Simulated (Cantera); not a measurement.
A perfectly stirred reactor is fed with 9.51 % CH4, 19.0 % O2, 71.5 % N2, equivalence ratio 1.0, at 750 Torr; it is adiabatic with a 775 K inlet, and is followed from long to short residence time, starting on the burning branch (τ in s: 0.037, 0.021, 0.012, 0.0069, 0.0039, 0.0022, 0.0013, 0.00073, 0.00042, 0.00024, 0.00014, 7.8e-05).

Detailed kinetics in Cantera: GRI-Mech 3.0 (53 species, 325 reactions).

Question: Predict: blow-out, bracketed by the residence times tried; x(CH4) at τ = 37.0 ms; x(O2) at τ = 37.0 ms; x(HCO) at τ = 37.0 ms; x(HO2) at τ = 37.0 ms; x(CO) at τ = 37.0 ms; x(CH4) at τ = 1.30 ms; x(O2) at τ = 1.30 ms; x(HCO) at τ = 1.30 ms; x(HO2) at τ = 1.30 ms; x(CO) at τ = 1.30 ms.

Answer: 
```json
{
  "blow_out_bracketed_by_the_residence_times_tried": "burning at 78.0 µs, the shortest tried",
  "x(CH4) at τ = 37.0 ms": "3.26e-6",
  "x(O2) at τ = 37.0 ms": "0.0110",
  "x(HCO) at τ = 37.0 ms": "6.73e-8",
  "x(HO2) at τ = 37.0 ms": "1.80e-6",
  "x(CO) at τ = 37.0 ms": "0.0209",
  "x(CH4) at τ = 1.30 ms": "5.22e-5",
  "x(O2) at τ = 1.30 ms": "0.0180",
  "x(HCO) at τ = 1.30 ms": "1.62e-6",
  "x(HO2) at τ = 1.30 ms": "3.14e-6",
  "x(CO) at τ = 1.30 ms": "0.0292"
}
```
